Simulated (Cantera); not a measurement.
Feed: 1 mol Fe2O3, 1.5 mol CH4, 0.11 mol H2, equilibrated at 1525 °C and 133 Pa.

Method: chemical equilibrium by Gibbs-energy minimisation in Cantera with the NASA 1993 tables (ideal gas, pure condensed phases). Candidate condensed phases: C, C6H6, C7H8, C8H18, Fe, Fe(CO)5, FeO, Fe(OH)2, Fe(OH)3, Fe2O3, Fe3O4, H2O; 114 gas species. Mutual solubility and eutectic melting of coexisting phases are not modelled. The tables' stoichiometric FeO is somewhat more stable than real wüstite, so its field is too wide. FeO: taken at fixed stoichiometry. Kinetics and transport are ignored.

Base state: H2 0.450, CO 0.283, H2O 0.205, CO2 0.0339, Fe 0.0215, H 0.00647, OH 0.000194, FeO 0.000114 (mole fractions); condensed: Fe(δ) + FeO(l).

**Question.** What changes in the equilibrium state with this change: pressure from 133 Pa to 1000 Pa?

**Answer.** 
| species | before | after |
|---|---|---|
| H2 | 0.450 | 0.461 |
| CO | 0.283 | 0.289 |
| H2O | 0.205 | 0.210 |
| Fe | 0.0215 | 0.00286 |
| CO2 | 0.0339 | 0.0346 |
| FeO | 0.000114 | 1.51e-5 |
| H | 0.00647 | 0.00239 |
| OH | 0.000194 | 7.16e-5 |
| Fe(OH)2 | 2.92e-5 | 3.00e-5 |
| Fe(δ), mol | 1.53 | 1.62 |
| FeO(l), mol | 0.370 | 0.368 |

**Question.** What changes in the equilibrium state with this change: temperature from 1525 °C to 2177 °C?

**Answer.** 
```csv
species,before,after
Fe,0.0215,0.248
H,0.00647,0.225
CO,0.283,0.174
H2,0.450,0.168
O,2.16e-6,0.0241
OH,0.000194,0.0271
H2O,0.205,0.103
CO2,0.0339,0.0176
O2,4.35e-7,0.00611
FeO,0.000114,0.00729
"Fe(δ), mol",1.53,0
"FeO(l), mol",0.370,0
```
